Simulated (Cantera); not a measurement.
Feed: 1 mol SiO₂, 1.1 mol CH₄, 2.8 mol CO, equilibrated at 1923 K and 72000 Pa.

Method: chemical equilibrium by Gibbs-energy minimisation in Cantera with the NASA 1993 tables (ideal gas, pure condensed phases). Candidate condensed phases: C, C₆H₆, C₇H₈, C₈H₁₈, H₂O, Si, SiC, SiO₂; 123 gas species. Mutual solubility and eutectic melting of coexisting phases are not modelled. The tables hold silica as quartz up to 1696 K and as liquid above; real silica turns to tridymite and cristobalite and melts near 1996 K. Kinetics and transport are ignored.

Base state: CO 0.570, H₂ 0.335, SiO 0.0936, H 0.000643, H₂O 0.000102, CO₂ 4.05e-5 (mole fractions); condensed: SiC(s) + SiO₂(condensed).

### Question
What changes in the equilibrium state with this change: temperature from 1923 K to 2150 K?

### Answer
| species | before | after |
|---|---|---|
| CO | 0.570 | 0.549 |
| H₂ | 0.335 | 0.312 |
| SiO | 0.0936 | 0.135 |
| Si | 4.43e-6 | 0.000125 |
| SiH | 1.78e-6 | 2.91e-5 |
| SiH₂ | 4.24e-6 | 2.95e-5 |
| C₂H₂ (acetylene) | 7.13e-6 | 3.15e-5 |
| SiC(s), mol | 0.162 | 0.0492 |
| SiO₂(condensed), mol | 0.224 | 0 |
Gases not in the tables: Si₂H₆ and higher silanes.

### Question
What changes in the equilibrium state with this change: temperature from 1923 K to 1198 K?

### Answer
```
species                 before    after
--------------------  --------  -------
CO                       0.570    0.553
H₂                       0.335    0.436
H₂O                   0.000102  0.00461
SiO                     0.0936    <1e-9
H                     0.000643  1.48e-7
CH₄                    9.23e-6  0.00219
CO₂                    4.05e-5  0.00428
SiC(s), mol              0.162        0
SiO₂(condensed), mol     0.224        0
C(graphite), mol             0     1.13
SiO₂(β-quartz), mol          0     1.00
```
